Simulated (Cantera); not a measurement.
An adiabatic, constant-volume homogeneous reactor starts with CH₄ : C₂H₆ : C₃H₈ : O₂ : N₂ : CO₂ = 1 : 0.08 : 0.097 : 1.2 : 4.69 : 0.98 (molar parts), at 1250 K and 1.00 atm.

Cantera simulation using GRI-Mech 3.0 (53 species, 325 reactions); the numbers are that mechanism's predictions, not measurements.

Q: Predict: time of steepest temperature rise; temperature at 0.600 s; equilibrium temperature; x(O₂) at 0.600 s.

A: 
```
Quantity                                                             Value
---------------------------------  ---------------------------------------
time of steepest temperature rise                                  4.32 ms
temperature at 0.600 s                                              2226 K
equilibrium temperature                                             2226 K
x(O₂) at 0.600 s                   1.34e-6 (gas-phase equilibrium 1.34e-6)
```
